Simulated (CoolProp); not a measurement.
Carbon monoxide along the isotherm -38.45 °C: Z from the reference equation and from simpler models built on Tc = -140.3 °C, pc = 3.498 MPa, ω = 0.050; each cubic takes its own stable root.

Computed with CoolProp (reference Helmholtz-energy equation of state, Lemmon 2006). It is a short technical equation, of lower accuracy than the large ones.

```
p (MPa)          phase  reference
-------  -------------  ---------
0.656              gas     0.9910
1.31               gas     0.9824
1.97               gas     0.9742
2.62               gas     0.9665
3.28               gas     0.9591
3.94     supercritical     0.9523
4.59     supercritical     0.9459
5.25     supercritical     0.9400
```

Problem. How far does each simpler model (Pitzer virial, van der Waals, Soave-Redlich-Kwong, Peng-Robinson) lie from the reference over these 8 states: mean and median of the absolute difference, and the worst?

Solution. 
- Pitzer virial: mean 0.3 %, median 0.1 %, worst -0.9 % at -38.45 °C and 5.25 MPa
- van der Waals: mean 1.7 %, median 1.7 %, worst -3.3 % at -38.45 °C and 5.25 MPa
- Soave-Redlich-Kwong: mean 0.6 %, median 0.6 %, worst +1.1 % at -38.45 °C and 5.25 MPa
- Peng-Robinson: mean 1.0 %, median 1.0 %, worst -1.6 % at -38.45 °C and 5.25 MPa
